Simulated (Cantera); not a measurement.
Cantera run:

```python
import numpy as np
import cantera as ct

gas_names = """
    H HNO HNO2 HNO3 HO2 H2 H2O H2O2 N NH NH2 NH3 NH2OH NO NO2 NO3 N2 N2H2 N2H4 N2O O OH O2 O3 Si SiH
    SiH2 SiH3 SiH4 SiN SiO SiO2 Si2 Si2N Si3
""".split()
cond_names = """
    H2O(s) H2O(L) Si(cr) Si(L) SiO2(Lqz) SiO2(hqz) SiO2(L) Si2N2O(s) Si3N4(a)
""".split()


# ... load() reads the species with a 1 bar reference pressure and builds the phases ...
atoms = {
    'Si2H6': {'Si': 2, 'H': 6},
    'O2': {'O': 2},
    'H2': {'H': 2},
    'N2O': {'N': 2, 'O': 1},
}
top_T = {'Si2N2O(s)': 2100, 'Si3N4(a)': 2400}  # K; cautious upper limits of use, not melting points


# ... equilibrate(T, P, feed) seeds the gas with the atoms and calls Mixture.equilibrate('TP', solver="vcs", rtol=1e-11, max_steps=5000) ...
results = []
feed = {'Si2H6': 1, 'O2': 0.23, 'H2': 4.8, 'N2O': 2.1}  # mol
T = 1650  # K
for P in [5, 26, 140, 710, 3700, 19000, 100000]:
    mix = equilibrate(T, P, feed)
    results.append((T, P, feed, dict(zip(mix.species_names, mix.species_moles))))
    x = sorted(zip(gas.X, gas.species_names), reverse=True)
    print(f"T = {T:g} K  P = {P:g} Pa  gas = {mix.phase_moles(0):.4g} mol")
    print("   x: " + "  ".join(f"{s} {v:.3e}" for v, s in x if v > 0.001))
    print("   condensed (mol): " + ("  ".join(f"{mix.phase(i).name} {mix.phase_moles(i):.4g}"
          for i in range(1, mix.n_phases) if mix.phase_moles(i) > 1e-12) or "none"))
```

Result:

```
T = 1650 K  P = 5 Pa  gas = 11.5 mol
   x: H2 6.643e-01  N2 1.826e-01  SiO 1.339e-01  H 1.047e-02  H2O 8.676e-03
   condensed (mol): SiO2(hqz) 0.4601
T = 1650 K  P = 26 Pa  gas = 11.39 mol
   x: H2 6.809e-01  N2 1.844e-01  SiO 1.282e-01  H 4.649e-03  H2O 1.785e-03
   condensed (mol): SiO2(hqz) 0.5397
T = 1650 K  P = 140 Pa  gas = 11.36 mol
   x: H2 6.856e-01  N2 1.849e-01  SiO 1.272e-01  H 2.010e-03
   condensed (mol): SiO2(hqz) 0.5562
T = 1650 K  P = 710 Pa  gas = 11.04 mol
   x: H2 7.059e-01  N2 1.833e-01  SiO 1.098e-01
   condensed (mol): SiO2(hqz) 0.6351  Si2N2O(s) 0.07601
T = 1650 K  P = 3700 Pa  gas = 9.58 mol
   x: H2 8.138e-01  N2 1.732e-01  SiO 1.239e-02
   condensed (mol): SiO2(hqz) 0.9994  Si2N2O(s) 0.4409
T = 1650 K  P = 19000 Pa  gas = 9.438 mol
   x: H2 8.261e-01  N2 1.720e-01  SiO 1.402e-03
   condensed (mol): SiO2(hqz) 1.034  Si2N2O(s) 0.4764
T = 1650 K  P = 100000 Pa  gas = 9.421 mol
   x: H2 8.274e-01  N2 1.718e-01
   condensed (mol): SiO2(hqz) 1.037  Si2N2O(s) 0.481
```

Cantera equilibrium calculation (NASA polynomials, part measured and part estimated; ideal gas, pure solids and liquids). The feed counts by its element totals alone. Mutual solubility and eutectic melting of coexisting phases are not modelled. The tables hold silica as quartz up to 1696 K and as liquid above; real silica turns to tridymite and cristobalite and melts near 1996 K.
